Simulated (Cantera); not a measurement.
Cantera run, input and output.

```python
import numpy as np
import cantera as ct

gas = ct.Solution("gri30.yaml")
gas.TPX = 325, 37000, {'C2H6': 1, 'O2': 2.5, 'N2': 9.4, 'H2O': 0.38, 'H2': 0.51}
flame = ct.FreeFlame(gas, width=0.08)
flame.set_refine_criteria(ratio=3, slope=0.08, curve=0.16)
flame.transport_model = "mixture-averaged"
flame.solve(loglevel=0, auto=True)
z, T = flame.grid, flame.T
thick = (T[-1] - T[0]) / np.gradient(T, z).max()
show = ['C2H6', 'O2', 'H2O', 'H2', 'CO', 'CH2O']
print(f"laminar burning velocity  {flame.velocity[0] * 100:.3f} cm/s")
print(f"burnt temperature         {T[-1]:.1f} K")
print(f"thermal thickness         {thick * 1e3:.4f} mm")
print(f"grid points               {len(z)}")
z0 = z[flame.heat_release_rate.argmax()]
print(f"{'z/mm':>9s}{'T/K':>9s}{'u/(m/s)':>9s}" + "".join(f"{s:>11s}" for s in show))
rows = []
for k in (-3, -2, -1.5, -1, -0.5, -0.25, 0, 0.25, 0.5, 1, 2, 4, 8):
    zz = z0 + k * thick
    rows.append([k * thick, np.interp(zz, z, T), np.interp(zz, z, flame.velocity),
                 *(np.interp(zz, z, flame.X[gas.species_index(s)]) for s in show)])
    print(f"{rows[-1][0] * 1e3:9.3f}{rows[-1][1]:9.1f}{rows[-1][2]:9.3f}" + "".join(f"{x:11.3e}" for x in rows[-1][3:]))
```

Result:

```
laminar burning velocity  31.767 cm/s
burnt temperature         1946.0 K
thermal thickness         1.4118 mm
grid points               148
     z/mm      T/K  u/(m/s)       C2H6         O2        H2O         H2         CO       CH2O
   -4.235    325.3    0.318  7.241e-02  1.810e-01  2.754e-02  3.845e-02  4.822e-06  5.249e-08
   -2.824    328.8    0.323  7.217e-02  1.803e-01  2.777e-02  4.150e-02  7.918e-05  1.411e-06
   -2.118    343.0    0.338  7.174e-02  1.787e-01  2.899e-02  4.562e-02  4.330e-04  1.036e-05
   -1.412    442.0    0.442  6.918e-02  1.704e-01  3.854e-02  5.392e-02  3.663e-03  1.423e-04
   -0.706    902.7    0.935  4.781e-02  1.264e-01  8.333e-02  6.603e-02  2.574e-02  1.423e-03
   -0.353   1292.0    1.376  2.109e-02  8.285e-02  1.211e-01  7.208e-02  5.118e-02  1.769e-03
    0.000   1641.7    1.790  1.639e-03  3.703e-02  1.570e-01  7.482e-02  7.931e-02  5.354e-04
    0.353   1815.5    1.990  1.438e-05  1.155e-02  1.752e-01  7.356e-02  9.094e-02  1.145e-04
    0.706   1874.5    2.053  4.117e-07  3.188e-03  1.792e-01  7.368e-02  9.144e-02  3.109e-05
    1.412   1903.8    2.080  6.035e-09  3.097e-04  1.772e-01  7.603e-02  8.854e-02  4.195e-06
    2.824   1915.4    2.089  4.067e-11  5.450e-05  1.747e-01  7.809e-02  8.629e-02  3.415e-07
    5.647   1923.3    2.096  5.118e-14  3.736e-05  1.745e-01  7.876e-02  8.593e-02  1.131e-08
   11.294   1932.0    2.105  4.785e-17  2.288e-05  1.750e-01  7.907e-02  8.619e-02  1.073e-09
```

Detailed kinetics in Cantera: GRI-Mech 3.0 (53 species, 325 reactions). Burning velocities carry a grid error of a few per cent, more on coarse grids.
